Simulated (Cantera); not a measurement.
Adiabatic ignition

An adiabatic, constant-pressure homogeneous reactor starts with C3H8 : O2 : N2 = 1 : 11.1 : 41.8 (molar parts), at 1175 K and 1500000 Pa.

Cantera simulation using GRI-Mech 3.0 (53 species, 325 reactions); the numbers are that mechanism's predictions, not measurements. GRI-Mech 3.0 was tuned for natural gas; its chemistry of propane as a main component is partial and can be far from experiment. The pressure lies above the range GRI-Mech 3.0 was tuned for (to about 10 atm).

```tsv
t (s)	T (K)	x C3H8	x O2	x C2H4	x HO2	x N2O	x H2O	x O
1.00e-6	1175	0.0186	0.206	6.02e-8	5.68e-8	<1e-12	1.04e-9	3.03e-11
4.64e-6	1175	0.0186	0.206	3.59e-7	3.01e-7	<1e-12	1.66e-8	7.17e-11
2.15e-5	1175	0.0186	0.206	2.59e-6	1.30e-6	1.42e-12	4.61e-7	3.37e-10
0.000100	1175	0.0185	0.206	3.94e-5	2.93e-6	2.18e-11	1.77e-5	1.89e-9
0.000464	1176	0.0182	0.206	0.000371	4.62e-6	1.75e-10	0.000202	3.19e-9
0.00215	2157	<1e-12	0.111	<1e-12	5.27e-6	1.68e-6	0.0720	0.000177
0.0100	2156	<1e-12	0.110	<1e-12	5.24e-6	1.68e-6	0.0720	0.000175
0.0464	2151	<1e-12	0.109	<1e-12	5.12e-6	1.66e-6	0.0720	0.000169
0.215	2142	<1e-12	0.107	<1e-12	4.88e-6	1.63e-6	0.0721	0.000157
1.00	2140	<1e-12	0.107	<1e-12	4.83e-6	1.63e-6	0.0721	0.000155
```
x: mole fraction; the columns are a selection and need not sum to one.

The time of steepest temperature rise is 1.67 ms. The temperature at 1.00 s is 2140 K and the equilibrium temperature is 2140 K. The x(C3H8) at 1.00 s is <1e-12 (gas-phase equilibrium <1e-12) and the x(O2) at 1.00 s is 0.107 (gas-phase equilibrium 0.107). The x(C2H4) at 1.00 s comes out as <1e-12 (gas-phase equilibrium <1e-12).
